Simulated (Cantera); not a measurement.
A perfectly stirred reactor is fed with C2H6 : N2 = 1.8 : 2.6 (molar parts), at 210 Pa; it is held at 1575 K, and followed from long to short residence time.

Detailed kinetics in Cantera: GRI-Mech 3.0 (53 species, 325 reactions). GRI-Mech 3.0 stops at C3 and has no aromatics, soot or wall deposition, so with more carbon than oxygen in the feed, carbon stays in small species such as C2H2 where larger ones or solid carbon would form. Radical loss at walls, strong at low pressure, is not modelled.

**Question.** Predict: x(C2H6) at τ = 0.800 s; x(C2H2) at τ = 0.800 s; x(C2H4) at τ = 0.800 s; x(CH2) at τ = 0.800 s; x(CH3) at τ = 0.800 s; x(C2H6) at τ = 27.0 ms; x(C2H2) at τ = 27.0 ms; x(C2H4) at τ = 27.0 ms; x(CH2) at τ = 27.0 ms; x(CH3) at τ = 27.0 ms.

**Answer.** 
```
Property                  Value
----------------------  -------
x(C2H6) at τ = 0.800 s  0.00138
x(C2H2) at τ = 0.800 s    0.193
x(C2H4) at τ = 0.800 s  0.00795
x(CH2) at τ = 0.800 s   5.28e-6
x(CH3) at τ = 0.800 s   0.00489
x(C2H6) at τ = 27.0 ms   0.0348
x(C2H2) at τ = 27.0 ms   0.0956
x(C2H4) at τ = 27.0 ms   0.0771
x(CH2) at τ = 27.0 ms   2.06e-5
x(CH3) at τ = 27.0 ms    0.0232
```
